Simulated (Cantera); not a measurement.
An isothermal, constant-pressure homogeneous reactor starts with C3H8 : H2 = 1 : 31 (molar parts), at 1400 K and 300 Pa. Integrator tolerance rtol = 1e-08.

Detailed kinetics in Cantera: GRI-Mech 3.0 (53 species, 325 reactions). GRI-Mech 3.0 was tuned for natural gas; its chemistry of propane as a main component is partial and can be far from experiment. GRI-Mech 3.0 stops at C3 and has no aromatics, soot or wall deposition, so with more carbon than oxygen in the feed, carbon stays in small species such as C2H2 where larger ones or solid carbon would form. Radical loss at walls, strong at low pressure, is not modelled.

### Question
What does this change do: C3H8 1 to 8.3 parts?

### Answer
```tsv
quantity	before	after
x(C3H8) at 7.00 s	1.02e-11 (gas-phase equilibrium <1e-12)	5.62e-10 (gas-phase equilibrium <1e-12)
x(H2) at 7.00 s	0.940 (gas-phase equilibrium 0.956)	0.701 (gas-phase equilibrium 0.804)
x(C2H) at 7.00 s	1.29e-9 (gas-phase equilibrium 3.72e-9)	5.14e-9 (gas-phase equilibrium 1.86e-8)
x(H) at 7.00 s	4.51e-5 (gas-phase equilibrium 8.74e-5)	2.62e-5 (gas-phase equilibrium 8.02e-5)
x(CH2) at 7.00 s	1.05e-9 (gas-phase equilibrium 1.87e-10)	2.81e-9 (gas-phase equilibrium 3.67e-10)
x(CH3) at 7.00 s	3.11e-5 (gas-phase equilibrium 2.83e-6)	0.000111 (gas-phase equilibrium 5.10e-6)
```

### Question
What does this change do: C3H8 1 to 2.7 parts?

### Answer
```json
[
 {"quantity": "x(C3H8) at 7.00 s", "before": "1.02e-11 (gas-phase equilibrium <1e-12)", "after": "8.81e-11 (gas-phase equilibrium <1e-12)"},
 {"quantity": "x(H2) at 7.00 s", "before": "0.940 (gas-phase equilibrium 0.956)", "after": "0.859 (gas-phase equilibrium 0.902)"},
 {"quantity": "x(C2H) at 7.00 s", "before": "1.29e-9 (gas-phase equilibrium 3.72e-9)", "after": "2.55e-9 (gas-phase equilibrium 8.74e-9)"},
 {"quantity": "x(H) at 7.00 s", "before": "4.51e-5 (gas-phase equilibrium 8.74e-5)", "after": "3.49e-5 (gas-phase equilibrium 8.49e-5)"},
 {"quantity": "x(CH2) at 7.00 s", "before": "1.05e-9 (gas-phase equilibrium 1.87e-10)", "after": "1.71e-9 (gas-phase equilibrium 2.74e-10)"},
 {"quantity": "x(CH3) at 7.00 s", "before": "3.11e-5 (gas-phase equilibrium 2.83e-6)", "after": "6.03e-5 (gas-phase equilibrium 4.03e-6)"}
]
```
